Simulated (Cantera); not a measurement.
A closed system holds: 1 mol Ta2O5, 0.48 mol C, 1.5 mol H2, held at 650 °C and 2180 Torr.

Equilibrium computed with Cantera from the NASA thermochemical tables; the gas is ideal and each condensed phase is pure. Candidate condensed phases: C, C6H6, C7H8, C8H18, H2O, Ta, TaC, Ta2O5; 113 gas species. Kinetics and transport are ignored.

Base state: H2 0.684, CH4 0.315, H2O 4.26e-5, CO 1.39e-5, C2H6 1.24e-5 (mole fractions); condensed: C(graphite) + Ta2O5(s).

Task: What changes in the equilibrium state with this change: pressure from 2180 Torr to 0.450 Torr?

Result: 
```json
[
 {"species": "H2", "before": "0.684", "after": "0.932"},
 {"species": "CO", "before": "1.39e-5", "after": "0.0673"},
 {"species": "CH4", "before": "0.315", "after": "0.000121"},
 {"species": "C2H6", "before": "1.24e-5", "after": "<1e-9"},
 {"species": "H2O", "before": "4.26e-5", "after": "5.80e-5"},
 {"species": "C(graphite), mol", "before": "0.120", "after": "0.328"},
 {"species": "Ta2O5(s), mol", "before": "1.000", "after": "0.978"},
 {"species": "TaC(s), mol", "before": "0", "after": "0.0434"}
]
```
TaC: taken at fixed stoichiometry. Condensed phases not in the tables: Ta2C.
